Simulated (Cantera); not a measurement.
A diamond (100) surface in a fixed gas of H2 with x(CH4) = 0.022, x(H) = 0.0019, x(CH3) = 0.00051, 6200 Pa; coverages are run to steady state.

Model: the Harris–Goodwin 1993 mechanism for the reconstructed diamond (100) surface, integrated in Cantera.

θ: site fractions in the mechanism's names (c6HH fully hydrogenated, c6H* and c6*H radical sites, c6** diradical, c6HM methylated).

```json
[
 {"T (K)": "925", "growth (µm/h)": "[?]", "θ c6HH": "0.537", "θ c6H*": "0.00976", "θ c6*H": "0.251", "θ c6**": "0.00402", "θ c6HM": "0.156"},
 {"T (K)": "1000", "growth (µm/h)": "12.7", "θ c6HH": "0.509", "θ c6H*": "0.0154", "θ c6*H": "0.316", "θ c6**": "0.00748", "θ c6HM": "0.111"},
 {"T (K)": "1075", "growth (µm/h)": "13.7", "θ c6HH": "0.487", "θ c6H*": "0.0228", "θ c6*H": "0.383", "θ c6**": "0.0127", "θ c6HM": "0.0640"},
 {"T (K)": "1150", "growth (µm/h)": "[?]", "θ c6HH": "0.465", "θ c6H*": "0.0314", "θ c6*H": "0.445", "θ c6**": "0.0195", "θ c6HM": "0.0233"},
 {"T (K)": "1225", "growth (µm/h)": "[?]", "θ c6HH": "0.433", "θ c6H*": "0.0399", "θ c6*H": "0.487", "θ c6**": "0.0270", "θ c6HM": "0.00585"},
 {"T (K)": "1300", "growth (µm/h)": "[?]", "θ c6HH": "0.402", "θ c6H*": "0.0478", "θ c6*H": "0.511", "θ c6**": "0.0342", "θ c6HM": "0.00134"},
 {"T (K)": "1375", "growth (µm/h)": "[?]", "θ c6HH": "0.377", "θ c6H*": "0.0552", "θ c6*H": "0.524", "θ c6**": "0.0411", "θ c6HM": "0.000311"}
]
```

### Question
What belongs in the gaps?

### Answer

- 925, growth (µm/h): 8.85
- 1150, growth (µm/h): 9.24
- 1225, growth (µm/h): 5.36
- 1300, growth (µm/h): 4.31
- 1375, growth (µm/h): 3.91
